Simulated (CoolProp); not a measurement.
R134a at 298.15 K and 0.309 MPa is throttled through a valve to 0.197 MPa with no heat exchange. Each further row changes one setting.

Model: reference Helmholtz-energy equation of state, Tillner-Roth 1994, in CoolProp.

```csv
case,temperature change (K),final density (kg/m³)
as stated,-2.5,8.54
outlet pressure 0.0591 MPa,-5.7,2.51
outlet pressure 0.256 MPa,-1.2,11.2
```
